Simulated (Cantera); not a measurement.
Catalytic combustion on Pt

An isothermal plug-flow reactor at 700 K and 1350 Torr (inlet), inlet velocity 0.13 m/s, active area per volume 530 1/m; feed H₂ : O₂ : N₂ = 0.025 : 0.065 : 0.79 (molar parts).

Model: Deutschmann's 1995 Pt surface mechanism with GRI-Mech 3.0 gas chemistry, integrated in Cantera. Catalytic surfaces can have several steady states; this one follows from the mechanism file's or the stated starting coverage. Mass transfer to the wall is taken as infinitely fast.

```json
[
 {"z (m)": "6.9e-05", "x H₂": "0.00349", "x O₂": "0.0622", "x H₂O": "0.0253", "θ free Pt": "0.101", "θ O*": "0.886", "θ OH*": "0.0128"},
 {"z (m)": "0.00015", "x H₂": "0.00167", "x O₂": "0.0613", "x H₂O": "0.0271", "θ free Pt": "0.0494", "θ O*": "0.941", "θ OH*": "0.00942"},
 {"z (m)": "0.00032", "x H₂": "0.000780", "x O₂": "0.0609", "x H₂O": "0.0280", "θ free Pt": "0.0246", "θ O*": "0.969", "θ OH*": "0.00681"},
 {"z (m)": "0.00069", "x H₂": "0.000332", "x O₂": "0.0607", "x H₂O": "0.0285", "θ free Pt": "0.0134", "θ O*": "0.982", "θ OH*": "0.00508"},
 {"z (m)": "0.0015", "x H₂": "0.000108", "x O₂": "0.0606", "x H₂O": "0.0287", "θ free Pt": "0.00893", "θ O*": "0.987", "θ OH*": "0.00417"},
 {"z (m)": "0.0032", "x H₂": "1.80e-5", "x O₂": "0.0605", "x H₂O": "0.0288", "θ free Pt": "0.00751", "θ O*": "0.989", "θ OH*": "0.00383"},
 {"z (m)": "0.0069", "x H₂": "5.04e-7", "x O₂": "0.0605", "x H₂O": "0.0288", "θ free Pt": "0.00726", "θ O*": "0.989", "θ OH*": "0.00377"}
]
```
x: gas mole fraction; θ: surface coverage.
